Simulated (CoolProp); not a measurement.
Vapour pressure (MPa) of dodecamethylpentasiloxane (MD3M): the reference equation beside estimates from Tc = 628.0 K, pc = 0.9540 MPa, ω = 0.730. Clausius-Clapeyron is anchored at 519.4 K with a constant enthalpy of vaporisation of 40.02 kJ/mol.

Model: reference Helmholtz-energy equation of state, Thol 2019, in CoolProp.

```
T (K)  reference  Lee-Kesler  Clausius-Clapeyron  van der Waals  Redlich-Kwong  Soave-Redlich-Kwong  Peng-Robinson
-----  ---------  ----------  ------------------  -------------  -------------  -------------------  -------------
497.5    0.08908     0.08842             0.09678         0.3494         0.2187              0.08991            ___
508.5     0.1147      0.1139                 ___         0.3866         0.2555               0.1161         0.1166
519.4     0.1455      0.1444              0.1455         0.4258         0.2959               0.1475         0.1477
530.4     0.1828         ___              0.1764            ___         0.3408               0.1856            ___
541.4     0.2270      0.2252                 ___         0.5123         0.3902               0.2310         0.2301
552.4     0.2792      0.2771              0.2531         0.5593         0.4442               0.2845         0.2830
563.4     0.3402      0.3379              0.3001         0.6088         0.5030               0.3471         0.3449
574.4     0.4113      0.4090              0.3534         0.6610            ___               0.4197         0.4170
585.3     0.4929      0.4907              0.4131         0.7154         0.6350               0.5027            ___
```

Task: Some entries are withheld; supply them.

Result: 
- 497.5, Peng-Robinson: 0.09067
- 508.5, Clausius-Clapeyron: 0.1193
- 530.4, Lee-Kesler: 0.1813
- 530.4, van der Waals: 0.4678
- 530.4, Peng-Robinson: 0.1853
- 541.4, Clausius-Clapeyron: 0.2121
- 574.4, Redlich-Kwong: 0.5668
- 585.3, Peng-Robinson: 0.4995

Absolute difference from the reference over all 9 rows, mean and median: Lee-Kesler 0.7 and 0.7 %, Clausius-Clapeyron 8.2 and 8.6 %, van der Waals 143.2 and 125.7 %, Redlich-Kwong 78.2 and 71.9 %, Soave-Redlich-Kwong 1.6 and 1.8 %, Peng-Robinson 1.5 and 1.4 %.
